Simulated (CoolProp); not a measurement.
Properties of R141b along the isobar 24.9 MPa (Tc = 477.5 K, pc = 4.212 MPa, ω = 0.220).

Model: reference Helmholtz-energy equation of state, Lemmon 2006, in CoolProp. It is a short technical equation, of lower accuracy than the large ones.

| T (K) | phase | speed of sound (m/s) | isothermal compressibility (1/MPa) | expansivity (1/kK) |
|---|---|---|---|---|
| 307.8 | liquid | 920.1 | 0.001287 | 1.275 |
| 321.5 | liquid | 879.3 | 0.001431 | 1.309 |
| 335.2 | liquid | 839.9 | 0.001595 | 1.347 |
| 349 | liquid | 801.5 | 0.001782 | 1.389 |
| 362.7 | liquid | 764.7 | 0.001994 | 1.435 |
| 376.4 | liquid | 729.2 | 0.002236 | 1.486 |
| 390.2 | liquid | 694.6 | 0.002516 | 1.541 |
| 403.9 | liquid | 661.5 | 0.002834 | 1.602 |
| 417.6 | liquid | 629.5 | 0.003201 | 1.667 |
| 431.3 | liquid | 598.8 | 0.003622 | 1.736 |
| 445.1 | liquid | 569.1 | 0.004112 | 1.812 |
| 458.8 | liquid | 540.9 | 0.004671 | 1.891 |
| 472.5 | liquid | 514.0 | 0.005313 | 1.974 |
| 486.3 | supercritical | 488.4 | 0.006053 | 2.060 |
| 500 | supercritical | 464.4 | 0.006890 | 2.147 |
